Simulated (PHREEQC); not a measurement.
Consider water at 25 °C with 11 mmol/kgw H2SO4, 0.6 mmol/kgw ZnSO4 and 90 mmol/kgw Fe2(SO4)3. Closed to the air; pH follows from the charge balance.

Computed with PHREEQC (ion-association model, wateq4f.dat).

Task: The ionic strength comes out as 0.252 mol/kgw. What activity coefficients do Zn+2, H+, SO4-2, FeSO4+, Fe2(OH)2+4 get?

Result: Zn+2 0.31, H+ 0.79, SO4-2 0.27, FeSO4+ 0.72, Fe2(OH)2+4 0.0078.

No solid was allowed to form. Examples of supersaturated solids here: Hematite (slow to form), Goethite (slow to form). Others may be too.
